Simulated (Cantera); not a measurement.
An adiabatic, constant-pressure homogeneous reactor starts with CH4 : O2 : N2 = 1 : 1.18 : 4.42 (molar parts), equivalence ratio 1.7, at 1125 K and 10.0 bar. Integrator tolerance rtol = 1e-08.

Model: GRI-Mech 3.0 (53 species, 325 reactions), integrated in Cantera.

Question: What does this change do: initial temperature 1125 to 1298 K?

Answer: 
```csv
quantity,before,after
time of steepest temperature rise,16.4 ms,1.98 ms
temperature at 0.600 s,2413 K,2557 K
equilibrium temperature,2413 K,2557 K
x(CH4) at 0.600 s,4.44e-10 (gas-phase equilibrium 4.99e-10),2.36e-10 (gas-phase equilibrium 2.65e-10)
x(O2) at 0.600 s,2.97e-6 (gas-phase equilibrium 2.97e-6),1.25e-5 (gas-phase equilibrium 1.25e-5)
x(O) at 0.600 s,5.09e-6 (gas-phase equilibrium 5.09e-6),2.14e-5 (gas-phase equilibrium 2.14e-5)
x(NO2) at 0.600 s,7.45e-10 (gas-phase equilibrium 7.45e-10),3.49e-9 (gas-phase equilibrium 3.49e-9)
x(C2H4) at 0.600 s,<1e-12 (gas-phase equilibrium <1e-12),<1e-12 (gas-phase equilibrium <1e-12)
x(C2H2) at 0.600 s,<1e-12 (gas-phase equilibrium <1e-12),<1e-12 (gas-phase equilibrium <1e-12)
x(C2H6) at 0.600 s,<1e-12 (gas-phase equilibrium <1e-12),<1e-12 (gas-phase equilibrium <1e-12)
```

Question: What does this change do: 0.24 parts C2H6 added?

Answer: 
| quantity | before | after |
|---|---|---|
| time of steepest temperature rise | 16.4 ms | 1.78 ms |
| temperature at 0.600 s | 2413 K | 2009 K |
| equilibrium temperature | 2413 K | 2009 K |
| x(CH4) at 0.600 s | 4.44e-10 (gas-phase equilibrium 4.99e-10) | 8.55e-8 (gas-phase equilibrium 9.56e-8) |
| x(O2) at 0.600 s | 2.97e-6 (gas-phase equilibrium 2.97e-6) | 1.49e-9 (gas-phase equilibrium 1.49e-9) |
| x(O) at 0.600 s | 5.09e-6 (gas-phase equilibrium 5.09e-6) | 8.81e-9 (gas-phase equilibrium 8.81e-9) |
| x(NO2) at 0.600 s | 7.45e-10 (gas-phase equilibrium 7.45e-10) | <1e-12 (gas-phase equilibrium <1e-12) |
| x(C2H4) at 0.600 s | <1e-12 (gas-phase equilibrium <1e-12) | <1e-12 (gas-phase equilibrium <1e-12) |
| x(C2H2) at 0.600 s | <1e-12 (gas-phase equilibrium <1e-12) | 3.36e-11 (gas-phase equilibrium 3.78e-11) |
| x(C2H6) at 0.600 s | <1e-12 (gas-phase equilibrium <1e-12) | <1e-12 (gas-phase equilibrium <1e-12) |
